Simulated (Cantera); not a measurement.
Thermodynamics of thermal oxidation and active oxidation of silicon, feed Si + CO2 + H2

A closed system holds: 1 mol Si, 2.8 mol CO2, 140 mol H2, at 1800 K and 49.0 mbar.

Equilibrium computed with Cantera from the NASA thermochemical tables; the gas is ideal and each condensed phase is pure. Candidate condensed phases: C, C6H6, C7H8, C8H18, H2O, Si, SiC, SiO2; 123 gas species. The tables hold silica as quartz up to 1696 K and as liquid above; real silica turns to tridymite and cristobalite and melts near 1996 K. Equilibrium is a limit: real reactors are often held back by kinetics, nucleation or transport.

| Item | Result |
|---|---|
| x(H2) | 0.965 |
| x(CO) | 0.0195 |
| x(H2O) | 0.00989 |
| x(SiO) | 0.00437 |
| x(H) | 0.00159 |
| x(CO2) | 5.22e-5 |
| x(OH) | 1.08e-6 |
| n(SiO2(condensed)) | 0.373 mol |
| gas amount | 143.5 mol |
| log10 activity of C(graphite) (absent) | -4.58 |
| log10 activity of Si(l) (absent) | -4.59 |
